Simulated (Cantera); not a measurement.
Input: 1 mol C2H5OH, 93 mol H2, equilibrated at 477 °C and 18.0 Torr.

These are equilibrium values from Cantera (NASA tables, ideal gas, pure condensed phases), not measurements of a reactor. Candidate condensed phases: C, C6H6, C7H8, C8H18, H2O; 110 gas species. The numbers say what is thermodynamically allowed, not how fast it happens.

Base state: H2 0.970, CH4 0.0199, H2O 0.00926, CO 0.00121, CO2 7.08e-5 (mole fractions); condensed: gas only.

Q: What changes in the equilibrium state with this change: C2H5OH replaced by CO?

A: 
| species | before | after |
|---|---|---|
| H2 | 0.970 | 0.979 |
| CH4 | 0.0199 | 0.0102 |
| H2O | 0.00926 | 0.0101 |
| CO | 0.00121 | 0.000655 |
| CO2 | 7.08e-5 | 4.14e-5 |

Q: What changes in the equilibrium state with this change: pressure from 18.0 Torr to 1 atm?

A: 
```csv
species,before,after
H2,0.970,0.968
CH4,0.0199,0.0213
H2O,0.00926,0.0106
CO,0.00121,8.36e-7
CO2,7.08e-5,5.62e-8
```
